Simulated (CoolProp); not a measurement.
A single-stage vapour-compression cycle with the fluid: evaporating at 248.15 K (dew point), condensing at 305.15 K (bubble point), superheat 10 K, subcooling 0 K, compressor efficiency 0.7, no pressure losses. The same conditions are run with several fluids, on thermodynamics alone (safety and materials aside).

Model: reference Helmholtz-energy equation of state of each fluid (sulfur dioxide: Gao 2016; R227EA: Lemmon 2016; trans-2-butene: Lemmon 2005; propane: Lemmon 2009; R410A: Lemmon 2003; R407C: Lemmon 2003), in CoolProp. Blends and air are pseudo-pure fits.

Question: Rank sulfur dioxide, R227EA, trans-2-butene, propane, R410A, R407C by cooling COP, highest first.

Answer: trans-2-butene (2.47), sulfur dioxide (2.39), propane (2.29), R410A (2.18), R227EA (2.09), R407C (2.00)

| fluid | pressure ratio | discharge temperature (K) | refrigerating effect (kJ/kg) | volumetric capacity (kJ/m³) |
|---|---|---|---|---|
| sulfur dioxide | 9.96 | 470.7 | 330 | 495 |
| R227EA | 8.17 | 314.5 | 78.6 | 441 |
| trans-2-butene | 8.67 | 343.7 | 315 | 280 |
| propane | 5.57 | 341.6 | 277 | 1220 |
| R410A | 6.04 | 365.3 | 169 | 2050 |
| R407C | 8.25 | 364.0 | 157 | 1150 |
